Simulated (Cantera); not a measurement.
An adiabatic, constant-pressure homogeneous reactor starts with H₂ : O₂ : N₂ = 1 : 0.847 : 9.32 (molar parts), equivalence ratio 0.59, at 1775 K and 18.0 bar. Integrator tolerance rtol = 1e-08.

Model: GRI-Mech 3.0 (53 species, 325 reactions), integrated in Cantera. The hydrogen kinetics of GRI-Mech 3.0 are dated; newer H2 mechanisms differ, most at raised pressure. The pressure lies above the range GRI-Mech 3.0 was tuned for (to about 10 atm).

Q: What does this change do: 0.33 parts H2O added?

A: 
| quantity | before | after |
|---|---|---|
| time of steepest temperature rise | 0.882 µs | 0.929 µs |
| temperature at 3.00 s | 2366 K | 2342 K |
| equilibrium temperature | 2366 K | 2342 K |
| x(H₂) at 3.00 s | 0.000388 (gas-phase equilibrium 0.000388) | 0.000446 (gas-phase equilibrium 0.000446) |
| x(O₂) at 3.00 s | 0.0284 (gas-phase equilibrium 0.0284) | 0.0277 (gas-phase equilibrium 0.0277) |
| x(H₂O₂) at 3.00 s | 3.42e-7 (gas-phase equilibrium 3.42e-7) | 4.13e-7 (gas-phase equilibrium 4.13e-7) |
| x(H₂O) at 3.00 s | 0.0919 (gas-phase equilibrium 0.0919) | 0.119 (gas-phase equilibrium 0.119) |
| x(H) at 3.00 s | 6.33e-5 (gas-phase equilibrium 6.33e-5) | 6.01e-5 (gas-phase equilibrium 6.01e-5) |
| x(NO) at 3.00 s | 0.00696 (gas-phase equilibrium 0.00696) | 0.00645 (gas-phase equilibrium 0.00645) |
